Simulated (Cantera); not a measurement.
Adiabatic ignition

An adiabatic, constant-pressure homogeneous reactor starts with 38.7 % H₂, 12.9 % O₂, 48.4 % N₂, at 975 K and 101000 Pa.

Detailed kinetics in Cantera: the H2/O2 subset of GRI-Mech 3.0, which has no nitrogen chemistry.

```json
[
 {"t (s)": "2.00e-6", "T (K)": "975", "x H₂": "0.387", "x O₂": "0.129", "x O": "1.32e-12", "x HO₂": "4.06e-11", "x H": "3.37e-11", "x H₂O₂": "<1e-12"},
 {"t (s)": "8.60e-6", "T (K)": "975", "x H₂": "0.387", "x O₂": "0.129", "x O": "9.01e-12", "x HO₂": "2.29e-10", "x H": "1.42e-10", "x H₂O₂": "<1e-12"},
 {"t (s)": "3.69e-5", "T (K)": "975", "x H₂": "0.387", "x O₂": "0.129", "x O": "4.79e-11", "x HO₂": "2.08e-9", "x H": "6.75e-10", "x H₂O₂": "6.48e-12"},
 {"t (s)": "0.000159", "T (K)": "975", "x H₂": "0.387", "x O₂": "0.129", "x O": "3.87e-10", "x HO₂": "4.13e-8", "x H": "5.33e-9", "x H₂O₂": "4.43e-10"},
 {"t (s)": "0.000682", "T (K)": "975", "x H₂": "0.387", "x O₂": "0.129", "x O": "1.24e-7", "x HO₂": "1.46e-5", "x H": "1.71e-6", "x H₂O₂": "4.39e-7"},
 {"t (s)": "0.00293", "T (K)": "2654", "x H₂": "0.143", "x O₂": "0.000557", "x O": "0.000700", "x HO₂": "4.10e-7", "x H": "0.0181", "x H₂O₂": "6.44e-8"},
 {"t (s)": "0.0126", "T (K)": "2654", "x H₂": "0.143", "x O₂": "0.000557", "x O": "0.000700", "x HO₂": "4.10e-7", "x H": "0.0181", "x H₂O₂": "6.44e-8"},
 {"t (s)": "0.0541", "T (K)": "2654", "x H₂": "0.143", "x O₂": "0.000557", "x O": "0.000700", "x HO₂": "4.10e-7", "x H": "0.0181", "x H₂O₂": "6.44e-8"},
 {"t (s)": "0.233", "T (K)": "2654", "x H₂": "0.143", "x O₂": "0.000557", "x O": "0.000700", "x HO₂": "4.10e-7", "x H": "0.0181", "x H₂O₂": "6.44e-8"},
 {"t (s)": "1.00", "T (K)": "2654", "x H₂": "0.143", "x O₂": "0.000557", "x O": "0.000700", "x HO₂": "4.10e-7", "x H": "0.0181", "x H₂O₂": "6.44e-8"}
]
```
x: mole fraction; the columns are a selection and need not sum to one.

| Quantity | Result |
|---|---|
| time of steepest temperature rise | 0.911 ms |
| temperature at 1.00 s | 2654 K |
| equilibrium temperature | 2654 K |
| x(H₂) at 1.00 s | 0.143 (gas-phase equilibrium 0.143) |
| x(O₂) at 1.00 s | 0.000557 (gas-phase equilibrium 0.000557) |
| x(O) at 1.00 s | 0.000700 (gas-phase equilibrium 0.000700) |
